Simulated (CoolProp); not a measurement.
Vapour-liquid equilibrium of R134a (1) + R227EA (2) at 30.85 °C; x and y are mole fractions of (1).

Values from CoolProp's multi-fluid Helmholtz-energy mixture model, Tillner-Roth 1994 and Lemmon 2016; pair parameters Bell 2016.

```
x      bubble pressure, mixture model (kPa)  bubble pressure, Raoult's law (kPa)  y, mixture model  y, Raoult's law
-----  ------------------------------------  -----------------------------------  ----------------  ---------------
0.05                                  557.9                                554.2             0.072            0.071
0.125                                 581.4                                572.7             0.173            0.172
0.2                                   604.0                                591.3             0.265            0.267
0.275                                 625.7                                609.8             0.351            0.356
0.35                                  646.5                                628.4             0.431            0.440
0.425                            (withheld)                                646.9        (withheld)            0.518
0.5                                   685.3                                665.5             0.577            0.593
0.575                                 703.4                                684.0             0.644            0.663
0.65                                  720.6                                702.6             0.710            0.730
0.725                                 736.9                                721.2             0.773            0.793
0.8                                   752.4                                739.7             0.835            0.854
0.875                                 766.9                                758.3        (withheld)            0.911
0.95                                  780.6                                776.8             0.959            0.965
```

Task: Some entries are withheld; supply them.

Result: 
- 0.425, bubble pressure, mixture model (kPa): 666.3
- 0.425, y, mixture model: 0.505
- 0.875, y, mixture model: 0.897

The largest gap from Raoult's law is +3.0 % in bubble pressure, at x = 0.425. No azeotrope shows between x = 0.05 and 0.95.

The pair parameters rest on a limited set of measurements; away from them the model extrapolates.
